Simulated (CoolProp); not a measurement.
Model: reference Helmholtz-energy equation of state, de Reuck 1993, in CoolProp.

Problem. For methanol, give the phase and the cp (kJ/(kg K)), speed of sound (m/s), Prandtl number at 220.9 K and 3.38 MPa; 513.7 K and 20.4 MPa.

Solution. 
- 220.9 K and 3.38 MPa: liquid; cp 2.24, speed of sound 1400, Prandtl number 25.4
- 513.7 K and 20.4 MPa: supercritical; cp 5.05, speed of sound 558, Prandtl number 2.33

Viscosity comes from a separate model (Xiang 2006). Thermal conductivity comes from a separate model (Sykioti 2013).
